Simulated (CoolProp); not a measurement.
A single-stage vapour-compression cycle with the fluid: evaporating at 229.15 K (dew point), condensing at 296.15 K (bubble point), superheat 5 K, subcooling 0 K, compressor efficiency 0.75, no pressure losses. The same conditions are run with several fluids, on thermodynamics alone (safety and materials aside).

Model: reference Helmholtz-energy equation of state of each fluid (R404A: Lemmon 2003; R22: Kamei 1995; R125: Lemmon 2005; R143a: Lemmon and Jacobsen 2000; propylene: Lemmon 2013; trans-2-butene: Lemmon 2005), in CoolProp. Blends and air are pseudo-pure fits.

```json
[
 {"fluid": "R404A", "cooling COP": "[?]", "pressure ratio": "[?]", "discharge temperature (K)": "328.2", "refrigerating effect (kJ/kg)": "112", "volumetric capacity (kJ/m³)": "638"},
 {"fluid": "R22", "cooling COP": "1.91", "pressure ratio": "11.4", "discharge temperature (K)": "[?]", "refrigerating effect (kJ/kg)": "161", "volumetric capacity (kJ/m³)": "643"},
 {"fluid": "R125", "cooling COP": "1.61", "pressure ratio": "10.6", "discharge temperature (K)": "318.5", "refrigerating effect (kJ/kg)": "83.2", "volumetric capacity (kJ/m³)": "663"},
 {"fluid": "R143a", "cooling COP": "1.75", "pressure ratio": "10.2", "discharge temperature (K)": "332.0", "refrigerating effect (kJ/kg)": "131", "volumetric capacity (kJ/m³)": "700"},
 {"fluid": "propylene", "cooling COP": "1.87", "pressure ratio": "9.22", "discharge temperature (K)": "345.7", "refrigerating effect (kJ/kg)": "281", "volumetric capacity (kJ/m³)": "752"},
 {"fluid": "trans-2-butene", "cooling COP": "2.00", "pressure ratio": "17.8", "discharge temperature (K)": "338.2", "refrigerating effect (kJ/kg)": "304", "volumetric capacity (kJ/m³)": "109"}
]
```

Q: Fill in the missing entries.

A: 
- R404A, cooling COP: 1.69
- R404A, pressure ratio: 10.9
- R22, discharge temperature (K): 372.8
